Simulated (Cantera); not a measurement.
A freely propagating, adiabatic, planar premixed flame of H2 : O2 : N2 = 1 : 0.833 : 3.13 (molar parts), unburnt at 375 K and 0.570 bar; mixture-averaged transport, grid criteria slope 0.08 and curve 0.16, no radiation.

Model: the H2/O2 subset of GRI-Mech 3.0, which has no nitrogen chemistry, integrated in Cantera. Burning velocities carry a grid error of a few per cent, more on coarse grids. Lean hydrogen flames are cellular in practice and burn faster than this planar one.

Task: What does this change do: inlet temperature 375 to 300 K?

Result: 
```csv
quantity,before,after
laminar burning velocity,149 cm/s,90.8 cm/s
thermal thickness,0.737 mm,0.708 mm
peak x(H),0.0153,0.0114
peak x(H2O2),5.28e-5,7.13e-5
peak x(OH),0.00848,0.00717
```

Task: What does this change do: inlet temperature 375 to 723 K?

Result: 
```tsv
quantity	before	after
laminar burning velocity	149 cm/s	746 cm/s
thermal thickness	0.737 mm	1.03 mm
peak x(H)	0.0153	0.0363
peak x(H2O2)	5.28e-5	4.40e-6
peak x(OH)	0.00848	0.0144
```
